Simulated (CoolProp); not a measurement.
c-C4F8 (RC318) along the isobar 4.54 MPa: fugacity coefficient from the reference equation and from simpler models built on Tc = 115.2 °C, pc = 2.778 MPa, ω = 0.355; each cubic takes its own stable root.

Model: reference Helmholtz-energy equation of state, Platzer 1990, in CoolProp. This equation is an older, rougher fit; its heat capacities, sound speeds and derivatives of the liquid may be far off and weren't checked against measurements.

| T (°C) | phase | reference |
|---|---|---|
| -11.35 | liquid | 0.02200 |
| 1.65 | liquid | 0.03655 |
| 14.55 | liquid | 0.05695 |
| 27.55 | liquid | 0.08445 |
| 40.55 | liquid | 0.1196 |
| 53.45 | liquid | 0.1623 |
| 66.45 | liquid | 0.2131 |
| 79.45 | liquid | 0.2710 |
| 92.35 | liquid | 0.3344 |
| 105.35 | liquid | 0.4027 |
| 118.35 | supercritical | 0.4730 |
| 131.35 | supercritical | 0.5415 |
| 144.25 | supercritical | 0.6019 |
| 157.25 | supercritical | 0.6508 |
| 170.25 | supercritical | 0.6904 |

Question: How far does each simpler model (van der Waals, Redlich-Kwong) lie from the reference over these 15 states: mean and median of the absolute difference, and the worst?

Answer: 
- van der Waals: mean 105.0 %, median 41.1 %, worst +479.5 % at -11.35 °C and 4.54 MPa
- Redlich-Kwong: mean 31.5 %, median 15.8 %, worst +115.2 % at -11.35 °C and 4.54 MPa
